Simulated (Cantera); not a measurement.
**Premixed flame**

A freely propagating, adiabatic, planar premixed flame of H2 : O2 : N2 = 1 : 0.185 : 0.696 (molar parts), equivalence ratio 2.7, unburnt at 675 K and 975 Torr; mixture-averaged transport, grid criteria slope 0.08 and curve 0.16, no radiation.

Model: the H2/O2 subset of GRI-Mech 3.0, which has no nitrogen chemistry, integrated in Cantera. Burning velocities carry a grid error of a few per cent, more on coarse grids.

| z (mm) | T (K) | u (m/s) | x H2 | x O2 | x HO2 | x OH | x O | x H2O |
|---|---|---|---|---|---|---|---|---|
| -1.07 | 675 | 10.4 | 0.532 | 0.0984 | <1e-8 | <1e-8 | <1e-8 | <1e-8 |
| -0.716 | 675 | 10.4 | 0.532 | 0.0984 | <1e-8 | <1e-8 | <1e-8 | <1e-8 |
| -0.537 | 675 | 10.4 | 0.532 | 0.0984 | 1.92e-8 | <1e-8 | <1e-8 | <1e-8 |
| -0.358 | 675 | 10.4 | 0.532 | 0.0984 | 2.90e-6 | <1e-8 | <1e-8 | 5.86e-7 |
| -0.179 | 703 | 10.8 | 0.528 | 0.0980 | 0.000221 | 6.59e-5 | 1.71e-5 | 0.00150 |
| -0.0896 | 883 | 13.3 | 0.500 | 0.0924 | 0.000151 | 0.000414 | 0.000280 | 0.0182 |
| 0 | 1233 | 18.1 | 0.415 | 0.0599 | 6.96e-5 | 0.00148 | 0.00201 | 0.0886 |
| 0.0896 | 1484 | 21.7 | 0.337 | 0.0157 | 1.78e-5 | 0.00226 | 0.00174 | 0.174 |
| 0.179 | 1591 | 23.1 | 0.319 | 0.00277 | 3.02e-6 | 0.00220 | 0.000724 | 0.201 |
| 0.358 | 1692 | 24.5 | 0.323 | 0.000226 | 2.48e-7 | 0.00231 | 0.000418 | 0.207 |
| 0.716 | 1795 | 25.7 | 0.333 | 8.62e-5 | 1.05e-7 | 0.00232 | 0.000306 | 0.209 |
| 1.43 | 1896 | 27.0 | 0.343 | 5.22e-5 | 6.78e-8 | 0.00209 | 0.000192 | 0.211 |
| 2.87 | 1984 | 28.0 | 0.352 | 2.67e-5 | 3.85e-8 | 0.00168 | 0.000100 | 0.213 |
x: mole fraction of selected species; z is measured from the peak of heat release.

laminar burning velocity: 1040 cm/s
thermal thickness: 0.358 mm
peak x(HO2): 0.000227
peak x(OH): 0.00234
peak x(O): 0.00237
grid points: 136
